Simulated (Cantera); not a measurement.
Input: 1 mol Si₃N₄, 4.7 mol NF₃, 3.8 mol N₂, 3.8 mol H₂O, held at 925 K and 0.120 bar.

Method: chemical equilibrium by Gibbs-energy minimisation in Cantera with the NASA 1993 tables (ideal gas, pure condensed phases). Candidate condensed phases: H₂O, Si, SiO₂, Si₂N₂O, Si₃N₄; 58 gas species. The numbers say what is thermodynamically allowed, not how fast it happens.

Base state: N₂ 0.484, HF 0.200, SiF₄ 0.159, H₂O 0.126, O₂ 0.0312 (mole fractions); condensed: SiO₂(β-quartz).

What changes in the equilibrium state with this change: pressure from 0.120 bar to 7.90 Pa?


| species | before | after |
|---|---|---|
| N₂ | 0.484 | 0.459 |
| HF | 0.200 | 0.396 |
| SiF₄ | 0.159 | 0.0995 |
| H₂O | 0.126 | 0.0160 |
| O₂ | 0.0312 | 0.0296 |
| SiO₂(β-quartz), mol | 0.317 | 1.23 |

What changes in the equilibrium state with this change: pressure from 0.120 bar to 1.00 bar?


```
species              before   after
-------------------  ------  ------
N₂                    0.484   0.492
SiF₄                  0.159   0.178
H₂O                   0.126   0.161
HF                    0.200   0.137
O₂                   0.0312  0.0317
SiO₂(β-quartz), mol   0.317  0.0428
```

What changes in the equilibrium state with this change: temperature from 925 K to 2148 K?


```tsv
species	before	after
N₂	0.484	0.456
HF	0.200	0.403
SiF₄	0.159	0.0961
H₂O	0.126	0.0107
O₂	0.0312	0.0275
SiF₃	<1e-9	0.00108
O	<1e-9	0.000922
F	<1e-9	0.000283
H₂	<1e-9	0.000152
SiO₂(β-quartz), mol	0.317	0
SiO₂(l), mol	0	1.27
```
The tables' values for SiF₃, SiO₂ are old estimates; treat these amounts as uncertain. The tables hold silica as quartz up to 1696 K and as liquid above; real silica turns to tridymite and cristobalite and melts near 1996 K.
